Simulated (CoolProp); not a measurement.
Tetrahydrofuran at 290.46 K and 0.00521 MPa is throttled through a valve to 0.00111 MPa with no heat exchange. Each further row changes one setting.

Model: reference Helmholtz-energy equation of state, Fiedler 2023, in CoolProp.

```tsv
case	final density (kg/m³)
as stated	0.0332
outlet pressure 0.000333 MPa	0.00995
outlet pressure 0.00144 MPa	0.0430
```
